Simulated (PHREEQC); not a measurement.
Consider water at 25 °C with 0.002 mol/kgw HF, 5.6e-05 mol/kgw NH4HF2 and 6.5e-05 mol/kgw H2SO4. Closed to the air; pH follows from the charge balance.

Computed with PHREEQC (ion-association model, phreeqc.dat).

```json
{
 "pH": "3.03",
 "ionic_strength": "0.00108 mol/kgw",
 "specific_conductance": "391 µS/cm",
 "total_alkalinity": "-2.19 meq/kg"
}
```

```
species  molality  activity   log γ
-------  --------  --------  ------
HF        0.00121   0.00121   0.000
H+       0.000968  0.000935  -0.015
F-       0.000895  0.000862  -0.016
SO4-2     6.01e-5   5.19e-5  -0.064
NH4+      5.60e-5   5.39e-5  -0.016
HSO4-     4.89e-6   4.71e-6  -0.016
HF2-      4.15e-6   4.00e-6  -0.016
NH4SO4-   3.74e-8   3.60e-8  -0.016
```

No solid was allowed to form. Complexes and solids missing from the database can't appear.
